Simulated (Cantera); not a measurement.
What does this Cantera script print?

```python
import numpy as np
import cantera as ct

gas = ct.Solution("gri30.yaml")
gas.TPX = 500, 33000, {'CH4': 1, 'CO': 0.48, 'O2': 2.04, 'N2': 7.66, 'CO2': 2.9}
inlet = ct.Reservoir(gas, clone=True)
gas.equilibrate("HP")  # start burning
reactor = ct.IdealGasConstPressureReactor(gas, energy="on", clone=False)
exhaust = ct.Reservoir(gas, clone=True)
tau = [0.04, 0.021, 0.011, 0.006, 0.0032, 0.0017, 0.00092, 0.00049, 0.00026, 0.00014, 7.4e-05, 3.9e-05, 2.1e-05][0]
for a, b in ((inlet, reactor), (reactor, exhaust)):
    ct.MassFlowController(a, b, mdot=lambda t: reactor.mass / tau)
net = ct.ReactorNet([reactor])
show = ['CH4', 'CO', 'O2', 'NO2', 'H', 'C2H4']

rows = []
print(f"{'tau/s':>10s}{'T/K':>9s}" + "".join(f"{s:>11s}" for s in show))
for tau in [0.04, 0.021, 0.011, 0.006, 0.0032, 0.0017, 0.00092, 0.00049, 0.00026, 0.00014, 7.4e-05, 3.9e-05, 2.1e-05]:
    net.initial_time = 0.0
    net.advance(30 * tau)
    before = gas.X
    net.advance(40 * tau)
    drift = np.max(np.abs(gas.X - before) / (gas.X + 1e-9))
    rows.append([gas.T, *gas[show].X, drift])
    print(f"{tau:10.3e}{gas.T:9.1f}" + "".join(f"{x:11.3e}" for x in gas[show].X))
```

Output:

```
     tau/s      T/K        CH4         CO         O2        NO2          H       C2H4
 4.000e-02   1780.5  2.381e-05  4.182e-02  8.997e-03  2.816e-09  1.907e-03  4.590e-09
 2.100e-02   1746.1  3.863e-05  4.511e-02  1.101e-02  2.233e-09  2.586e-03  8.820e-09
 1.100e-02   1708.6  6.451e-05  4.845e-02  1.314e-02  1.726e-09  3.453e-03  1.810e-08
 6.000e-03   1671.8  1.074e-04  5.152e-02  1.522e-02  1.325e-09  4.417e-03  3.827e-08
 3.200e-03   1632.5  1.894e-04  5.461e-02  1.750e-02  9.857e-10  5.492e-03  9.201e-08
 1.700e-03   1592.3  3.545e-04  5.776e-02  2.009e-02  7.171e-10  6.447e-03  2.580e-07
 9.200e-04   1550.4  7.226e-04  6.141e-02  2.353e-02  5.214e-10  6.804e-03  9.066e-07
 4.900e-04    500.0  7.102e-02  3.409e-02  1.449e-01  3.751e-21  1.119e-22  1.948e-18
 2.600e-04    500.0  7.102e-02  3.409e-02  1.449e-01  1.396e-24  6.946e-23  7.249e-22
 1.400e-04    500.0  7.102e-02  3.409e-02  1.449e-01  8.818e-26  4.104e-23  4.579e-23
 7.400e-05    500.0  7.102e-02  3.409e-02  1.449e-01  5.570e-27  2.105e-23  2.892e-24
 3.900e-05    500.0  7.102e-02  3.409e-02  1.449e-01  3.519e-28  9.543e-24  1.827e-25
 2.100e-05    500.0  7.102e-02  3.409e-02  1.449e-01  2.223e-29  3.859e-24  1.154e-26
```

Detailed kinetics in Cantera: GRI-Mech 3.0 (53 species, 325 reactions).
